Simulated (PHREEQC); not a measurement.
A solution holds 0.0089 mol NaHS and 0.00024 mol NaBF4 per kg of water, at 80 °C. Closed to the air; pH follows from the charge balance.

Equilibrium calculation in PHREEQC: ion-association model, phreeqc.dat.

Each row changes one thing in this solution. Precipitation was switched off in this run.

```json
[
 {"case": "as made", "pH": "7.53", "ionic strength (mol/kgw)": "0.00914"},
 {"case": "NaHS left out", "pH": "3.63", "ionic strength (mol/kgw)": "0.000479"},
 {"case": "diluted 5-fold with water", "pH": "7.54", "ionic strength (mol/kgw)": "0.00183"},
 {"case": "NaBF4 from 0.00024 to 2.4e-05 mol/kgw", "pH": "8.29", "ionic strength (mol/kgw)": "0.00893"},
 {"case": "NaHS from 0.0089 to 0.00445 mol/kgw", "pH": "(withheld)", "ionic strength (mol/kgw)": "(withheld)"},
 {"case": "NaBF4 left out", "pH": "8.46", "ionic strength (mol/kgw)": "0.00891"},
 {"case": "NaBF4 from 0.00024 to 0.00036 mol/kgw", "pH": "7.34", "ionic strength (mol/kgw)": "0.00925"}
]
```

Question: What belongs in the gaps?

Answer: 
- NaHS from 0.0089 to 0.00445 mol/kgw, pH: 7.21
- NaHS from 0.0089 to 0.00445 mol/kgw, ionic strength (mol/kgw): 0.00469

Complexes and solids missing from the database can't appear. Constants without temperature data keep their 25 °C values here. Real BF4- forms and hydrolyses slowly; the run takes it at equilibrium.
